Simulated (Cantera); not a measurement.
## BN + H₂ (nitride etching)

Charge: 1 mol BN, 6.9 mol H₂, held at 1.20 Pa.

Equilibrium computed with Cantera from the NASA thermochemical tables; the gas is ideal and each condensed phase is pure. Candidate condensed phases: B, BN; 15 gas species. Mutual solubility and eutectic melting of coexisting phases are not modelled. Equilibrium is a limit: real reactors are often held back by kinetics, nucleation or transport.

| T (K) | log p H₂ | log p H | log p N₂ | log p BH₂ | log p BH₃ | log p B | log p BH | n BN(s) | n B(s) |
|---|---|---|---|---|---|---|---|---|---|
| 798 | -4.92 | -14.03 | <-16 | <-16 | <-16 | <-16 | <-16 | 1.00 | 0 |
| 848 | -4.92 | -13.18 | <-16 | <-16 | <-16 | <-16 | <-16 | 1.00 | 0 |
| 898 | -4.92 | -12.42 | -16.39 | -16.27 | -16.55 | <-16 | <-16 | 1.00 | 0 |
| 948 | -4.92 | -11.74 | -15.53 | -15.33 | -15.92 | <-16 | <-16 | 1.00 | 0 |
| 998 | -4.92 | -11.13 | -14.74 | -14.49 | -15.36 | <-16 | <-16 | 1.00 | 0 |
| 1048 | -4.92 | -10.57 | -14.01 | -13.74 | -14.86 | <-16 | <-16 | 1.00 | 0 |
| 1098 | -4.92 | -10.07 | -13.34 | -13.06 | -14.41 | <-16 | <-16 | 1.00 | 0 |
| 1148 | -4.92 | -9.61 | -12.73 | -12.44 | -14.01 | <-16 | <-16 | 1.00 | 0 |
| 1198 | -4.92 | -9.18 | -12.17 | -11.88 | -13.64 | -16.86 | -16.83 | 1.000 | 0 |
| 1248 | -4.92 | -8.79 | -11.65 | -11.36 | -13.30 | -15.70 | -15.89 | 1.000 | 0 |
| 1298 | -4.92 | -8.43 | -10.97 | -10.98 | -13.08 | -14.74 | -15.12 | 1.000 | 0 |
| 1348 | -4.92 | -8.10 | -10.23 | -10.69 | -12.95 | -13.90 | -14.47 | 1.000 | 0 |
| 1398 | -4.92 | -7.79 | -9.53 | -10.42 | -12.82 | -13.13 | -13.86 | 1.000 | 0.000315 |
log p: log10 of the partial pressure in bar; n: condensed amount in mol.

From 798 K to 1348 K the condensed part is BN(s). At 1398 K the condensed part is B(s) + BN(s).
